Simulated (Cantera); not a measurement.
A closed system holds: 1 mol Si, a varied amount of HBr, 9 mol H2, held at 350 °C and 0.0133 bar.

Cantera equilibrium calculation (NASA polynomials, part measured and part estimated; ideal gas, pure solids and liquids). Candidate condensed phases: Br2, Si; 19 gas species. Rates play no part.

x: gas mole fraction; n: condensed amount in mol.

| n(HBr) (mol) | x H2 | x HBr | x SiBr4 | x SiHBr3 | x SiH2Br2 | n Si(s) |
|---|---|---|---|---|---|---|
| 3.7 | 0.920 | 0.000524 | 0.0761 | 0.00317 | ? | 0.0669 |
| 5.6 | 0.809 | 0.118 | 0.0735 | 1.20e-5 | ? | 0 |
| 7.5 | 0.710 | 0.226 | 0.0645 | 4.81e-6 | ? | 0 |
| 9.3 | 0.636 | 0.306 | 0.0578 | 2.84e-6 | ? | 0 |
| 11 | 0.579 | 0.368 | 0.0526 | 1.96e-6 | ? | 0 |
| 13 | 0.524 | 0.429 | 0.0476 | 1.38e-6 | ? | 0 |
| 15 | 0.478 | 0.478 | 0.0435 | 1.03e-6 | ? | 0 |
| 17 | 0.440 | 0.520 | 0.0400 | 8.02e-7 | ? | 0 |
| 19 | 0.407 | 0.556 | 0.0370 | 6.44e-7 | ? | 0 |
| 21 | 0.379 | 0.586 | 0.0345 | 5.29e-7 | ? | 0 |
| 22 | 0.367 | 0.600 | 0.0333 | 4.83e-7 | ? | 0 |
| 24 | 0.344 | 0.625 | 0.0312 | 4.07e-7 | ? | 0 |
| 26 | 0.324 | 0.647 | 0.0294 | 3.49e-7 | ? | 0 |

**Question.** Some entries are withheld; supply them.

**Answer.** 
- 3.7, x SiH2Br2: 6.09e-5
- 5.6, x SiH2Br2: 8.99e-10
- 7.5, x SiH2Br2: 1.65e-10
- 9.3, x SiH2Br2: 6.45e-11
- 11, x SiH2Br2: 3.36e-11
- 13, x SiH2Br2: 1.84e-11
- 15, x SiH2Br2: 1.13e-11
- 17, x SiH2Br2: 7.41e-12
- 19, x SiH2Br2: 5.16e-12
- 21, x SiH2Br2: 3.74e-12
- 22, x SiH2Br2: 3.22e-12
- 24, x SiH2Br2: 2.45e-12
- 26, x SiH2Br2: 1.90e-12
